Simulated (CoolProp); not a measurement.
R404A along the isotherm 320.1 K: fugacity coefficient from the reference equation and from simpler models built on Tc = 345.3 K, pc = 3.735 MPa, ω = 0.293; each cubic takes its own stable root.

Model: reference Helmholtz-energy equation of state, Lemmon 2003, in CoolProp. It is a pseudo-pure fit of the blend.

```csv
p (MPa),phase,reference
0.0295,gas,0.9962
0.0433,gas,0.9945
0.0636,gas,0.9919
0.0934,gas,0.9881
0.137,gas,0.9826
0.201,gas,0.9745
0.295,gas,0.9627
0.433,gas,0.9454
0.636,gas,0.9202
0.934,gas,0.8833
1.37,gas,0.8298
2.95,liquid,0.5508
4.33,liquid,0.3957
6.36,liquid,0.2906
9.34,liquid,0.2204
```

Task: How far does each simpler model (van der Waals, Redlich-Kwong, Soave-Redlich-Kwong, Peng-Robinson) lie from the reference over these 15 states: mean and median of the absolute difference, and the worst?

Result: 
- van der Waals: mean 10.1 %, median 1.4 %, worst +44.9 % at 320.1 K and 9.34 MPa
- Redlich-Kwong: mean 4.3 %, median 0.6 %, worst +17.7 % at 320.1 K and 9.34 MPa
- Soave-Redlich-Kwong: mean 2.0 %, median 0.4 %, worst +8.8 % at 320.1 K and 9.34 MPa
- Peng-Robinson: mean 0.4 %, median 0.0 %, worst +2.1 % at 320.1 K and 9.34 MPa
